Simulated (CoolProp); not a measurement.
A simple Rankine cycle with water: condensing at 313.15 K, boiler at 12.3 MPa, turbine inlet 749.7 K, turbine efficiency 0.8, pump efficiency 0.6, no recuperator. Each further row changes one setting.

Computed with CoolProp (reference Helmholtz-energy equation of state, Wagner 2002).

| case | thermal efficiency (%) | net work (kJ/kg) | heat in (kJ/kg) | turbine exit temperature (K) | volume ratio over the turbine |
|---|---|---|---|---|---|
| as stated | 32.8 | 1010 | 3090 | 313.1 | 678 |
| turbine inlet 769.7 K | ? | ? | 3150 | 313.1 | 660 |
| condensing temperature 305.15 K | 33.6 | ? | 3130 | 305.1 | 1020 |
| boiler pressure 8.61 MPa | 31.9 | 1010 | 3150 | 313.1 | 470 |
| turbine efficiency 0.7 | 28.6 | 884 | 3090 | 313.1 | 720 |

### Question
Complete the blanks.

### Answer

- turbine inlet 769.7 K, thermal efficiency (%): 33.0
- turbine inlet 769.7 K, net work (kJ/kg): 1040
- condensing temperature 305.15 K, net work (kJ/kg): 1050

The expansion ends wet for: as stated; turbine inlet 769.7 K; condensing temperature 305.15 K; boiler pressure 8.61 MPa; turbine efficiency 0.7.
